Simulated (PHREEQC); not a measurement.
Dissolve 0.0015 mol/kgw TMAH at 75 °C. Closed to the air; pH follows from the charge balance.

Computed with PHREEQC (ion-association model, phreeqc.dat).

This is a speciation only: nothing precipitates in the calculation.

What pH does the model give?

pH 9.84.

(CH3)4N+ isn't in the database: it is added as a free cation with an ion size of 4 Å. Constants without temperature data keep their 25 °C values here.
